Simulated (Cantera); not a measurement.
Cantera with NASA thermochemical tables; ideal gases at 1 bar, condensed phases pure. Values are per mole of reaction as written; species without (g) are pure solids or liquids, kept so even where they would boil at 1 bar.

a) 0.6667 Cr + O2(g) ⇌ 0.6667 CrO3(g)
b) 1.333 B + O2(g) ⇌ 0.6667 B2O3(g)
c) 1.333 Ti + O2(g) ⇌ 0.6667 Ti2O3
d) 0.8 V + O2(g) ⇌ 0.4 V2O5
e) Zr + O2(g) ⇌ ZrO2(g)
f) 4 Al + O2(g) ⇌ 2 Al2O(g)

Problem. Order these by ΔG° at 1398 K, most negative first.

Solution. c (-759 kJ), b (-522 kJ), f (-499 kJ), d (-398 kJ), e (-319 kJ), a (-130 kJ)
